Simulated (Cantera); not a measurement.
Input: 1 mol Na2CO3, 0.19 mol O2, 1.3 mol CO2, 0.11 mol H2S, at 1025 K and 6.80 bar.

Equilibrium computed with Cantera from the NASA thermochemical tables; the gas is ideal and each condensed phase is pure. Candidate condensed phases: C, C6H6, C7H8, C8H18, H2O, H2SO4, Na, NaOH, NaO2, Na2CO3, Na2O, Na2O2, Na2S, Na2SO4, S; 131 gas species. Mutual solubility and eutectic melting of coexisting phases are not modelled. Gases not in the tables: S3 to S7. Rates play no part.

Base state: CO2 0.910, H2O 0.0672, CO 0.0154, H2S 0.00414, H2 0.00148, COS 0.00137, SO2 0.000109, S2 0.000106 (mole fractions); condensed: Na2CO3(s) + Na2SO4(s).

Question: What changes in the equilibrium state with this change: O2 from 0.19 to 0.38 mol?

Answer: 
| species | before | after |
|---|---|---|
| CO2 | 0.910 | 0.839 |
| O2 | <1e-9 | 0.0952 |
| H2O | 0.0672 | 0.0655 |
| CO | 0.0154 | <1e-9 |
| H2S | 0.00414 | <1e-9 |
| H2 | 0.00148 | <1e-9 |
| COS | 0.00137 | <1e-9 |
| Na2CO3(s), mol | 0.899 | 0.890 |
| Na2SO4(s), mol | 0.101 | 0.110 |

Question: What changes in the equilibrium state with this change: pressure from 6.80 bar to 0.250 bar?

Answer: 
```json
[
 {"species": "CO2", "before": "0.910", "after": "0.899"},
 {"species": "H2O", "before": "0.0672", "after": "0.0682"},
 {"species": "CO", "before": "0.0154", "after": "0.0274"},
 {"species": "H2S", "before": "0.00414", "after": "0.00160"},
 {"species": "COS", "before": "0.00137", "after": "0.000513"},
 {"species": "H2", "before": "0.00148", "after": "0.00270"},
 {"species": "SO2", "before": "0.000109", "after": "0.000194"},
 {"species": "Na2CO3(s), mol", "before": "0.899", "after": "0.894"},
 {"species": "Na2SO4(s), mol", "before": "0.101", "after": "0.106"}
]
```
